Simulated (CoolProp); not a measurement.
Propylene at 293.15 K and 0.77 MPa flows at 1.5 m/s in a round tube of 2 mm bore and 0.25 µm roughness, fully developed (64/Re and Nu = 3.66 if laminar; Colebrook and Gnielinski if turbulent). Each further row changes one setting.

The numbers come from the reference Helmholtz-energy equation of state, Lemmon 2013 in CoolProp.

| case | Reynolds number | Darcy friction factor | pressure drop (Pa/m) | heat-transfer coefficient (W/(m² K)) | mass flow (kg/h) |
|---|---|---|---|---|---|
| as stated | ___ | 0.0368 | ___ | 163 | 0.259 |
| velocity 3 m/s | 10800 | ___ | 1050 | 299 | ___ |
| diameter 4 mm | 10800 | ___ | 130 | 149 | ___ |

Some entries are withheld; supply them.


- as stated, Reynolds number: 5380
- as stated, pressure drop (Pa/m): 316
- velocity 3 m/s, Darcy friction factor: 0.0305
- velocity 3 m/s, mass flow (kg/h): 0.518
- diameter 4 mm, Darcy friction factor: 0.0304
- diameter 4 mm, mass flow (kg/h): 1.04

Viscosity comes from a separate model (Huber 2003), an estimate that may be off by 10 % or more. Thermal conductivity comes from a separate model (Huber 2003), an estimate that may be off by 10 % or more.
